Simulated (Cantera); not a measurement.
Input (Python, Cantera):

```python
import numpy as np
import cantera as ct

gas = ct.Solution("h2o2.yaml")
gas.TPX = 400, 690000, {'H2': 1, 'O2': 0.417, 'N2': 1.57, 'H2O': 0.082}
flame = ct.FreeFlame(gas, width=0.01)
flame.set_refine_criteria(ratio=3, slope=0.08, curve=0.16)
flame.transport_model = "mixture-averaged"
flame.solve(loglevel=0, auto=True)
flame.transport_model = "multicomponent"
flame.soret_enabled = False
flame.solve(loglevel=0, refine_grid=True)
z, T = flame.grid, flame.T
thick = (T[-1] - T[0]) / np.gradient(T, z).max()
show = ['H2', 'O2', 'H2O', 'OH', 'H', 'H2O2']
print(f"laminar burning velocity  {flame.velocity[0] * 100:.3f} cm/s")
print(f"burnt temperature         {T[-1]:.1f} K")
print(f"thermal thickness         {thick * 1e3:.4f} mm")
print(f"grid points               {len(z)}")
z0 = z[flame.heat_release_rate.argmax()]
print(f"{'z/mm':>9s}{'T/K':>9s}{'u/(m/s)':>9s}" + "".join(f"{s:>11s}" for s in show))
rows = []
for k in (-3, -2, -1.5, -1, -0.5, -0.25, 0, 0.25, 0.5, 1, 2, 4, 8):
    zz = z0 + k * thick
    rows.append([k * thick, np.interp(zz, z, T), np.interp(zz, z, flame.velocity),
                 *(np.interp(zz, z, flame.X[gas.species_index(s)]) for s in show)])
    print(f"{rows[-1][0] * 1e3:9.3f}{rows[-1][1]:9.1f}{rows[-1][2]:9.3f}" + "".join(f"{x:11.3e}" for x in rows[-1][3:]))
```

It prints:

```
laminar burning velocity  336.927 cm/s
burnt temperature         2417.7 K
thermal thickness         0.0334 mm
grid points               110
     z/mm      T/K  u/(m/s)         H2         O2        H2O         OH          H       H2O2
   -0.100    400.0    3.369  3.258e-01  1.359e-01  2.672e-02  4.685e-13  1.469e-14  1.233e-10
   -0.067    400.1    3.369  3.256e-01  1.359e-01  2.673e-02  8.834e-12  2.646e-13  3.045e-09
   -0.050    400.3    3.369  3.251e-01  1.360e-01  2.675e-02  8.822e-11  2.201e-12  2.531e-08
   -0.033    403.9    3.383  3.217e-01  1.367e-01  2.698e-02  9.506e-09  1.838e-10  6.613e-07
   -0.017    486.1    3.945  2.953e-01  1.396e-01  3.272e-02  1.842e-05  3.355e-06  4.914e-05
   -0.008    839.2    6.541  2.452e-01  1.291e-01  6.988e-02  9.229e-04  1.299e-03  1.742e-04
    0.000   1317.3    9.992  1.774e-01  9.590e-02  1.467e-01  2.439e-03  9.978e-03  6.569e-05
    0.008   1648.9   12.369  1.185e-01  5.527e-02  2.237e-01  5.577e-03  2.087e-02  6.903e-06
    0.017   1837.9   13.720  8.572e-02  2.897e-02  2.705e-01  8.856e-03  2.564e-02  3.804e-06
    0.033   2019.8   14.984  6.648e-02  1.121e-02  3.031e-01  1.167e-02  2.337e-02  2.181e-06
    0.067   2168.6   15.968  6.155e-02  5.305e-03  3.188e-01  1.104e-02  1.598e-02  1.267e-06
    0.134   2278.4   16.663  5.902e-02  2.685e-03  3.298e-01  8.519e-03  9.740e-03  7.652e-07
    0.267   2347.8   17.087  5.700e-02  1.192e-03  3.377e-01  5.872e-03  5.772e-03  4.252e-07
```

Model: the H2/O2 subset of GRI-Mech 3.0, which has no nitrogen chemistry, integrated in Cantera. The hydrogen kinetics of GRI-Mech 3.0 are dated; newer H2 mechanisms differ, most at raised pressure. Burning velocities carry a grid error of a few per cent, more on coarse grids.
